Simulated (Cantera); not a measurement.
A Cantera script and what it prints.

```python
import numpy as np
import cantera as ct

gas_names = """
    AL ALH ALN AL2 H H2 N NH NH2 NH3 N2 N2H2 N2H4
""".split()
cond_names = """
    AL(cr) AL(L) ALN(s)
""".split()


def load(file, names, dense=False):
    # The tables refer to 1 bar. Condensed volumes are neglected.
    table = {s.name: s for s in ct.Species.list_from_file(file)}
    out = []
    for n in names:
        d = dict(table[n].input_data)
        d["thermo"] = dict(d["thermo"], **{"reference-pressure": 1e5})
        if dense:
            d["equation-of-state"] = {"model": "constant-volume", "density": "1e6 g/cm^3"}
        out.append(ct.Species.from_dict(d))
    return out


gas = ct.Solution(thermo="ideal-gas", species=load("nasa_gas.yaml", gas_names))
cond = {s.name: ct.Solution(thermo="fixed-stoichiometry", species=[s], name=s.name)
        for s in load("nasa_condensed.yaml", cond_names, dense=True)}
atoms = {
    'Al': {'AL': 1},
    'N2': {'N': 2},
    'H2': {'H': 2},
}
top_T = {'ALN(s)': 2750}  # K; cautious upper limits of use, not melting points


def equilibrate(T, P, feed):
    n = {}
    for name, mol in feed.items():
        for a, k in atoms[name].items():
            n[a] = n.get(a, 0.0) + k * mol
    gas.TPX = T, P, n
    mass = sum(n.values()) * gas.mean_molecular_weight
    gas.equilibrate("TP")
    valid = [c for c in cond.values() if c.min_temp <= T <= top_T.get(c.name, c.max_temp)]
    mix = ct.Mixture([(gas, mass / gas.mean_molecular_weight)] + [(c, 0.0) for c in valid])
    mix.T, mix.P = T, P
    mix.equilibrate("TP", solver="vcs", rtol=1e-11, max_steps=5000)
    return mix


results = []
feed = {'Al': 1, 'N2': 1.5, 'H2': 9.6}  # mol
T = 1525  # K
P = 51  # Pa
mix = equilibrate(T, P, feed)
results.append((T, P, feed, dict(zip(mix.species_names, mix.species_moles))))
x = sorted(zip(gas.X, gas.species_names), reverse=True)
print(f"T = {T:g} K  P = {P:g} Pa  gas = {mix.phase_moles(0):.4g} mol")
print("   x: " + "  ".join(f"{s} {v:.3e}" for v, s in x if v > 1e-06))
print("   condensed (mol): " + ("  ".join(f"{mix.phase(i).name} {mix.phase_moles(i):.4g}"
      for i in range(1, mix.n_phases) if mix.phase_moles(i) > 1e-12) or "none"))
```

Result:

```
T = 1525 K  P = 51 Pa  gas = 10.61 mol
   x: H2 9.047e-01  N2 9.431e-02  H 9.963e-04  AL 4.038e-05
   condensed (mol): ALN(s) 0.9996
```

These are equilibrium values from Cantera (NASA tables, ideal gas, pure condensed phases), not measurements of a reactor.
